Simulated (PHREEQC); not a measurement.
Acid rinse or clean: an equilibrium model

Dissolve 0.077 mol H2SO4, 0.0012 mol FeCl3 and 0.0014 mol MnSO4 per kg of water at 25 °C. Closed to the air; pH follows from the charge balance.

The numbers come from PHREEQC with the ion-association model, phreeqc.dat.

Each row changes one thing in this solution. This is a speciation only: nothing precipitates in the calculation.

```json
[
 {"case": "as made", "pH": "1.11", "ionic strength (mol/kgw)": "0.117", "HSO4- (mol/kgw)": "0.0595", "SO4-2 (mol/kgw)": "0.0173", "FeSO4+ (mol/kgw)": "0.000724", "FeHSO4+2 (mol/kgw)": "0.000325", "SI of Hematite (Fe2O3)": "+0.52", "SI of Goethite (FeOOH)": "-0.74"},
 {"case": "temperature from 25 to 70 °C", "pH": "1.16", "ionic strength (mol/kgw)": "0.0970", "HSO4- (mol/kgw)": "0.0694", "SO4-2 (mol/kgw)": "0.00744", "FeSO4+ (mol/kgw)": "0.000700", "FeHSO4+2 (mol/kgw)": "?", "SI of Hematite (Fe2O3)": "+3.76", "SI of Goethite (FeOOH)": "+0.79"},
 {"case": "H2SO4 left out", "pH": "3.10", "ionic strength (mol/kgw)": "0.00859", "HSO4- (mol/kgw)": "5.25e-5", "SO4-2 (mol/kgw)": "0.000900", "FeSO4+ (mol/kgw)": "0.000340", "FeHSO4+2 (mol/kgw)": "9.69e-7", "SI of Hematite (Fe2O3)": "+13.92", "SI of Goethite (FeOOH)": "+5.96"},
 {"case": "0.035 mol/kgw NaOH added", "pH": "1.27", "ionic strength (mol/kgw)": "0.127", "HSO4- (mol/kgw)": "0.0528", "SO4-2 (mol/kgw)": "0.0225", "FeSO4+ (mol/kgw)": "0.000775", "FeHSO4+2 (mol/kgw)": "0.000246", "SI of Hematite (Fe2O3)": "+1.31", "SI of Goethite (FeOOH)": "-0.35"},
 {"case": "MnSO4 from 0.0014 to 0.00154 mol/kgw", "pH": "1.11", "ionic strength (mol/kgw)": "0.117", "HSO4- (mol/kgw)": "0.0595", "SO4-2 (mol/kgw)": "0.0173", "FeSO4+ (mol/kgw)": "0.000724", "FeHSO4+2 (mol/kgw)": "0.000324", "SI of Hematite (Fe2O3)": "+0.52", "SI of Goethite (FeOOH)": "-0.74"},
 {"case": "diluted 100-fold with water", "pH": "2.85", "ionic strength (mol/kgw)": "0.00223", "HSO4- (mol/kgw)": "?", "SO4-2 (mol/kgw)": "0.000696", "FeSO4+ (mol/kgw)": "5.22e-6", "FeHSO4+2 (mol/kgw)": "2.28e-8", "SI of Hematite (Fe2O3)": "+8.94", "SI of Goethite (FeOOH)": "+3.47"},
 {"case": "H2SO4 replaced by K2SO4 at the same molality", "pH": "3.74", "ionic strength (mol/kgw)": "0.202", "HSO4- (mol/kgw)": "0.000414", "SO4-2 (mol/kgw)": "0.0602", "FeSO4+ (mol/kgw)": "0.000523", "FeHSO4+2 (mol/kgw)": "6.05e-7", "SI of Hematite (Fe2O3)": "+15.06", "SI of Goethite (FeOOH)": "+6.53"},
 {"case": "MnSO4 left out", "pH": "1.11", "ionic strength (mol/kgw)": "0.114", "HSO4- (mol/kgw)": "0.0589", "SO4-2 (mol/kgw)": "0.0169", "FeSO4+ (mol/kgw)": "0.000724", "FeHSO4+2 (mol/kgw)": "0.000325", "SI of Hematite (Fe2O3)": "+0.52", "SI of Goethite (FeOOH)": "-0.75"}
]
```

Problem. What belongs in the gaps?

Solution. 
- temperature from 25 to 70 °C, FeHSO4+2 (mol/kgw): 0.000375
- diluted 100-fold with water, HSO4- (mol/kgw): 8.10e-5

Species that the database lacks are ignored. Some of these states are supersaturated (in Hematite (slow to form), Goethite (slow to form), Fe(OH)3(a), for instance). At this temperature some constants are extrapolated from 25 °C, and those without enthalpy data are left unchanged.
